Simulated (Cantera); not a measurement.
Feed: 1 mol SF₆, a varied amount of H₂O, 0.033 mol SO₂, at 3198 K and 7.50 Torr.

Cantera equilibrium calculation (NASA polynomials, part measured and part estimated; ideal gas, pure solids and liquids). Candidate condensed phases: H₂O, H₂SO₄, S; 43 gas species. Equilibrium is a limit: real reactors are often held back by kinetics, nucleation or transport.

Problem. At 1.7 mol H₂O, list the 4 most abundant gas species with their mole fractions, and the condensed phases.

Solution. F 0.351, HF 0.312, O 0.156, S 0.0873. Condensed: gas only.
